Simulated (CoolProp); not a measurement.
Saturated liquid density (kg/m³) of 1,2-dichloroethane: the reference equation beside estimates from Tc = 561.6 K, pc = 5.226 MPa, ω = 0.269. Rackett uses Z = 0.29056 − 0.08775 ω.

The numbers come from the reference Helmholtz-energy equation of state, Thol 2015 in CoolProp.

```
T (K)  reference  Rackett  van der Waals  Redlich-Kwong  Soave-Redlich-Kwong  Peng-Robinson
-----  ---------  -------  -------------  -------------  -------------------  -------------
391.5       1099     1061          633.8          919.3                958.6           1085
402         1080     1043          623.3          900.8                941.0              ?
412.6       1061     1024          612.4          881.3                922.3           1045
423.2       1041     1005          601.0              ?                902.5           1023
433.8       1020    985.3          589.2          839.6                881.5           1000
444.4      998.3    964.7          576.8          817.3                859.4          975.2
455        975.9    943.2          563.7          793.8                835.7          948.6
465.6      952.5    920.6          550.0          769.0                810.6          920.1
476.2      927.9    896.8          535.4          742.7                783.5          889.3
486.8      901.8    871.5          519.8          714.8                754.4          855.9
497.4      874.1        ?              ?          684.8                722.8          819.5
```

Problem. What belongs in the gaps?

Solution. 
- 402, Peng-Robinson: 1066
- 423.2, Redlich-Kwong: 860.9
- 497.4, Rackett: 844.3
- 497.4, van der Waals: 503.1

Absolute difference from the reference over all 11 rows, mean and median: Rackett 3.4 and 3.4 %, van der Waals 42.3 and 42.3 %, Redlich-Kwong 18.5 and 18.1 %, Soave-Redlich-Kwong 14.4 and 13.9 %, Peng-Robinson 2.9 and 2.3 %.
